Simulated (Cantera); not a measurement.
Input: 1 mol Cu, a varied amount of F2, 31 mol N2, equilibrated at 1298.15 K and 31.0 Pa.

Cantera equilibrium calculation (NASA polynomials, part measured and part estimated; ideal gas, pure solids and liquids). Candidate condensed phases: Cu, CuF2; 11 gas species. Equilibrium is a limit: real reactors are often held back by kinetics, nucleation or transport.

x: gas mole fraction; n: condensed amount in mol.

```tsv
n(F2) (mol)	x N2	x F	x CuF2	x CuF	x Cu	x F2	n Cu(s)
0.44	0.972	2.49e-7	2.58e-5	0.0275	0.000487	<1e-12	0.105
0.71	0.969	…	…	…	…	…	0
1.1	0.962	0.00729	0.0299	0.00109	6.59e-10	1.77e-8	0
1.9	0.917	0.0534	0.0294	0.000146	1.21e-11	9.49e-7	0
3	0.861	0.111	0.0277	6.62e-5	2.63e-12	4.11e-6	0
4.9	…	…	…	…	<1e-12	…	0
7.9	0.677	0.301	0.0218	1.92e-5	<1e-12	3.02e-5	0
```

Question: Complete the blanks.

Answer: 
- 0.71, x F: 0.000188
- 0.71, x CuF2: 0.0129
- 0.71, x CuF: 0.0183
- 0.71, x Cu: 4.30e-7
- 0.71, x F2: 1.17e-11
- 4.9, x N2: 0.779
- 4.9, x F: 0.196
- 4.9, x CuF2: 0.0251
- 4.9, x CuF: 3.40e-5
- 4.9, x F2: 1.28e-5
